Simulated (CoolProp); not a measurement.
The fluid at 293.15 K and 0.261 MPa is throttled through a valve to 0.156 MPa with no heat exchange. The same conditions are run with several fluids, on thermodynamics alone (safety and materials aside).

The numbers come from the reference Helmholtz-energy equation of state of each fluid (R365MFC: Lemmon 2016; dimethyl carbonate: Zhou 2011; cyclopentane: Gedanitz 2015; decamethylcyclopentasiloxane (D5): Thol 2019; R1336mzz(Z): McLinden 2020) in CoolProp.

| fluid | final density (kg/m³) |
|---|---|
| R365MFC | 1270 |
| dimethyl carbonate | 1070 |
| cyclopentane | 745 |
| decamethylcyclopentasiloxane (D5) | 959 |
| R1336mzz(Z) | 1380 |
